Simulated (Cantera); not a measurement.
Input: 1 mol SiO2, 0.024 mol C, 0.022 mol N2, held at 0.0133 bar.

These are equilibrium values from Cantera (NASA tables, ideal gas, pure condensed phases), not measurements of a reactor. Candidate condensed phases: C, Si, SiC, SiO2, Si2N2O, Si3N4; 34 gas species. The tables hold silica as quartz up to 1696 K and as liquid above; real silica turns to tridymite and cristobalite and melts near 1996 K. Equilibrium is a limit: real reactors are often held back by kinetics, nucleation or transport.

Question: Which condensed phases are stable at each of these points (T (K)): 1875, 1950, 2025, 2100, 2175, 2250, 2325?

Answer: 
```
T (K)  condensed phases  Si condensed (%)
-----  ----------------  ----------------
1875    SiO2(condensed)              97.6
1950    SiO2(condensed)              97.6
2025            SiO2(l)              97.6
2100            SiO2(l)              97.6
2175            SiO2(l)              97.5
2250            SiO2(l)              97.4
2325            SiO2(l)              97.2
```

From 1875 K to 1950 K the condensed part is SiO2(condensed). From 2025 K to 2325 K the condensed part is SiO2(l).
